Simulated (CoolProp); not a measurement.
Saturation properties of CH2F2 (R32).

Model: reference Helmholtz-energy equation of state, Tillner-Roth 1997, in CoolProp.

```csv
T (°C),p (bar),liquid density (kg/m³),vapour density (kg/m³),enthalpy of vaporisation (kJ/kg),surface tension (mN/m)
-52.65,0.9627,1216,2.848,382.9,20.9
-40.15,1.762,1181,5.033,369.0,18.4
-27.55,3.022,1144,8.405,353.8,16.0
-15.05,4.872,1105,13.32,337.3,13.7
-2.55,7.487,1064,20.34,319.2,11.4
10.05,11.09,1019,30.28,298.8,9.25
22.55,15.81,971.1,44.05,275.8,7.18
35.05,21.93,916.8,63.44,249.1,5.23
47.55,29.68,853.3,91.54,216.8,3.41
```

It boils at -51.7 °C under 1 atm.

Surface tension comes from a separate correlation (Mulero 2012).
